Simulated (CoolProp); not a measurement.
Vapour-liquid equilibrium of CH2F2 (R32) (1) + methanol (2) at 268.8 K; x and y are mole fractions of (1).

Model: multi-fluid Helmholtz-energy mixture model, Tillner-Roth 1997 and de Reuck 1993; pair parameters Bell 2016, in CoolProp.

**Question.** Give the bubble pressure and the first vapour's composition at x = 0.05, 0.15, 0.85. Is there an azeotrope?

**Answer.** x = 0.05: 1.233 bar, y = 0.975; x = 0.15: 3.084 bar, y = 0.990; x = 0.85: 6.178 bar, y = 0.996. No azeotrope shows between x = 0.05 and 0.95.

The pair parameters rest on a limited set of measurements; away from them the model extrapolates. With so large a gap from Raoult's law the liquid may split in two, which this calculation doesn't test in full.
